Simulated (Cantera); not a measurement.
A closed system holds: 1 mol PbO, a varied amount of CH₄, 0.22 mol CO, held at 1448 K and 0.00330 bar.

Method: chemical equilibrium by Gibbs-energy minimisation in Cantera with the NASA 1993 tables (ideal gas, pure condensed phases). Candidate condensed phases: C, C₆H₆, C₇H₈, C₈H₁₈, H₂O, Pb, PbO, PbO₂, Pb₃O₄; 113 gas species. Equilibrium is a limit: real reactors are often held back by kinetics, nucleation or transport.

Problem. At 0.7 mol CH₄, list the 7 most abundant gas species with their mole fractions, and the condensed phases.

Solution. H₂ 0.352, Pb 0.301, CO 0.256, H₂O 0.0692, CO₂ 0.0212, H 9.53e-5, PbO 1.58e-5. Condensed: gas only.
